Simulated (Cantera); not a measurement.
Feed: 1 mol Si, 0.013 mol H2O, 58 mol H2, 0.71 mol N2O, held at 7300 Pa.

Equilibrium computed with Cantera from the NASA thermochemical tables; the gas is ideal and each condensed phase is pure. Candidate condensed phases: H2O, Si, SiO2, Si2N2O, Si3N4; 35 gas species. Mutual solubility and eutectic melting of coexisting phases are not modelled. The tables hold silica as quartz up to 1696 K and as liquid above; real silica turns to tridymite and cristobalite and melts near 1996 K. The numbers say what is thermodynamically allowed, not how fast it happens.

### Question
At 1550 K, list the 5 most abundant gas species with their mole fractions, and the condensed phases.

### Answer
H2 0.993, N2 0.00535, SiO 0.00152, H 0.000116, H2O 6.20e-5. Condensed: SiO2(β-quartz) + Si2N2O(s).
